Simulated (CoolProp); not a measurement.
A Linde-Hampson liquefier for dry air: isothermal reversible compression at 280 K from 1 atm to 30 MPa, throttling to 1 atm, return gas leaving the recuperator 5 K below the feed. Each further row changes one setting.

Computed with CoolProp (reference Helmholtz-energy equation of state, Lemmon 2000). It is a pseudo-pure fit of the blend.

```
case                        liquid yield per pass  compression work (kJ/kg of gas)
--------------------------  ---------------------  -------------------------------
as stated                                     ___                              455
high pressure 60 MPa                          ___                              ___
warm-end temperature 310 K                    ___                              ___
warm-end gap 10 K                             ___                              455
```

### Question
What belongs in the gaps?

### Answer

- as stated, liquid yield per pass: 0.110
- high pressure 60 MPa, liquid yield per pass: 0.109
- high pressure 60 MPa, compression work (kJ/kg of gas): 525
- warm-end temperature 310 K, liquid yield per pass: 0.079
- warm-end temperature 310 K, compression work (kJ/kg of gas): 509
- warm-end gap 10 K, liquid yield per pass: 0.099
